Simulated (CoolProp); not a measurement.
c-C4F8 (RC318) at several states: density (kg/m³) from the reference equation and from simpler models built on Tc = 388.4 K, pc = 2778 kPa, ω = 0.355; each cubic takes its own stable root.

Model: reference Helmholtz-energy equation of state, Platzer 1990, in CoolProp. This equation is an older, rougher fit; its heat capacities, sound speeds and derivatives of the liquid may be far off and weren't checked against measurements.

```csv
T (K),p (kPa),phase,reference,van der Waals,Redlich-Kwong,Soave-Redlich-Kwong,Peng-Robinson
412.6,669,gas,41.82,41.72,42.02,41.88,42.26
436.8,1220,gas,74.75,75.17,75.69,74.75,75.92
383.2,2180,gas,224.5,206.2,219.7,222.2,232.1
264.5,632,liquid,1627,1000,1457,1537,1737
458.7,36.5,gas,1.919,1.919,1.920,1.919,1.920
338.2,688,gas,57.71,55.22,56.88,57.76,58.49
```
